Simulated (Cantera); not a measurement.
## Equilibrium for chlorosilane synthesis and conversion: Si + Cl₂ + H₂

A closed system holds: 1 mol Si, 2.8 mol Cl₂, a varied amount of H₂, at 625 °C and 101000 Pa.

These are equilibrium values from Cantera (NASA tables, ideal gas, pure condensed phases), not measurements of a reactor. Candidate condensed phases: Si; 19 gas species. Equilibrium is a limit: real reactors are often held back by kinetics, nucleation or transport.

From 0.6 mol H₂ to 4.3 mol H₂ nothing is condensed. The main Si-bearing gas is SiCl₄ throughout.

```json
[
 {"n(H₂) (mol)": "0.6", "x HCl": "0.500", "x H₂": "6.78e-12", "x SiCl₄": "0.417", "x Cl₂": "0.0833"},
 {"n(H₂) (mol)": "0.97", "x HCl": "0.578", "x H₂": "0.0613", "x SiCl₄": "0.361", "x Cl₂": "1.23e-11"},
 {"n(H₂) (mol)": "1.3", "x HCl": "0.516", "x H₂": "0.161", "x SiCl₄": "0.322", "x Cl₂": "3.74e-12"},
 {"n(H₂) (mol)": "1.7", "x HCl": "0.458", "x H₂": "0.257", "x SiCl₄": "0.285", "x Cl₂": "1.84e-12"},
 {"n(H₂) (mol)": "2.1", "x HCl": "0.411", "x H₂": "0.333", "x SiCl₄": "0.256", "x Cl₂": "1.15e-12"},
 {"n(H₂) (mol)": "2.4", "x HCl": "0.382", "x H₂": "0.380", "x SiCl₄": "0.237", "x Cl₂": "<1e-12"},
 {"n(H₂) (mol)": "2.8", "x HCl": "0.349", "x H₂": "0.434", "x SiCl₄": "0.217", "x Cl₂": "<1e-12"},
 {"n(H₂) (mol)": "3.2", "x HCl": "0.321", "x H₂": "0.479", "x SiCl₄": "0.199", "x Cl₂": "<1e-12"},
 {"n(H₂) (mol)": "3.6", "x HCl": "0.297", "x H₂": "0.518", "x SiCl₄": "0.184", "x Cl₂": "<1e-12"},
 {"n(H₂) (mol)": "3.9", "x HCl": "0.282", "x H₂": "0.543", "x SiCl₄": "0.174", "x Cl₂": "<1e-12"},
 {"n(H₂) (mol)": "4.3", "x HCl": "0.263", "x H₂": "0.573", "x SiCl₄": "0.163", "x Cl₂": "<1e-12"}
]
```
x: gas mole fraction; nothing condenses.
